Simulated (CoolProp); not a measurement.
Computed with CoolProp (reference Helmholtz-energy equation of state, Thol 2014).

Problem. For chloromethane (R40), give the phase and the cp (kJ/(kg K)) at 159.05 °C and 0.11 MPa; 159.05 °C and 34.6 MPa.

Solution. 
- 159.05 °C and 0.11 MPa: gas; cp 1.01
- 159.05 °C and 34.6 MPa: supercritical; cp 1.68
